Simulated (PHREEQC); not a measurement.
Dissolve 0.022 mol H2SO4, 0.0081 mol Al(NO3)3 and 0.00024 mol CO2 per kg of water at 80 °C. Closed to the air; pH follows from the charge balance.

The numbers come from PHREEQC with the ion-association model, phreeqc.dat.

No solid was allowed to form.

Task: Order these S species by the share of S that they hold, largest first: Al(SO4)2-, AlHSO4+2, SO4-2, AlSO4+, HSO4-.

Result: HSO4- (64 %), AlSO4+ (22 %), SO4-2 (12 %), Al(SO4)2- (1.9 %), AlHSO4+2 (0.22 %)

Task: Order these Al species by the share of Al that they hold, largest first: AlOH+2, AlHSO4+2, Al+3, Al(SO4)2-, AlSO4+.

Result: AlSO4+ (59 %), Al+3 (37 %), Al(SO4)2- (2.6 %), AlHSO4+2 (0.59 %), AlOH+2 (0.17 %)

The pH is 1.60 and the ionic strength 0.0558 mol/kgw. At this temperature some constants are extrapolated from 25 °C, and those without enthalpy data are left unchanged.
